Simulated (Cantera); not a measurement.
Cantera run, input and output.

```python
import numpy as np
import cantera as ct

gas = ct.Solution("gri30.yaml")
gas.TPX = 1350, 5000, {'N2O': 1}
inlet = ct.Reservoir(gas, clone=True)

reactor = ct.IdealGasConstPressureReactor(gas, energy="off", clone=False)
exhaust = ct.Reservoir(gas, clone=True)
tau = [1.9, 0.68, 0.25, 0.092, 0.034, 0.013, 0.0046, 0.0017][0]
for a, b in ((inlet, reactor), (reactor, exhaust)):
    ct.MassFlowController(a, b, mdot=lambda t: reactor.mass / tau)
net = ct.ReactorNet([reactor])
show = ['N2O', 'NO', 'O2', 'O', 'N2', 'NO2']

rows = []
print(f"{'tau/s':>10s}{'T/K':>9s}" + "".join(f"{s:>11s}" for s in show))
for tau in [1.9, 0.68, 0.25, 0.092, 0.034, 0.013, 0.0046, 0.0017]:
    net.initial_time = 0.0
    net.advance(30 * tau)
    before = gas.X
    net.advance(40 * tau)
    drift = np.max(np.abs(gas.X - before) / (gas.X + 1e-9))
    rows.append([gas.T, *gas[show].X, drift])
    print(f"{tau:10.3e}{gas.T:9.1f}" + "".join(f"{x:11.3e}" for x in gas[show].X))
```

Result:

```
     tau/s      T/K        N2O         NO         O2          O         N2        NO2
 1.900e+00   1350.0  4.797e-01  5.932e-02  1.437e-01  1.410e-05  3.172e-01  2.934e-05
 6.800e-01   1350.0  7.195e-01  3.214e-02  7.742e-02  1.423e-05  1.710e-01  1.420e-05
 2.500e-01   1350.0  8.744e-01  1.441e-02  3.464e-02  1.427e-05  7.650e-02  5.548e-06
 9.200e-02   1350.0  9.498e-01  5.763e-03  1.384e-02  1.428e-05  3.059e-02  1.773e-06
 3.400e-02   1350.0  9.808e-01  2.197e-03  5.277e-03  1.427e-05  1.167e-02  4.504e-07
 1.300e-02   1350.0  9.926e-01  8.475e-04  2.035e-03  1.422e-05  4.508e-03  9.399e-08
 4.600e-03   1350.0  9.974e-01  2.982e-04  7.161e-04  1.407e-05  1.595e-03  1.394e-08
 1.700e-03   1350.0  9.990e-01  1.075e-04  2.580e-04  1.370e-05  5.835e-04  1.944e-09
```

Detailed kinetics in Cantera: GRI-Mech 3.0 (53 species, 325 reactions). GRI-Mech 3.0 was tuned for natural gas; its chemistry of N2O as a main component is partial and can be far from experiment. The mechanism lacks the step 2 NO + O2 → 2 NO2, which can matter for NO2 below about 1400 K. The temperature is held fixed by assumption; the heat of reaction is taken as removed at once.
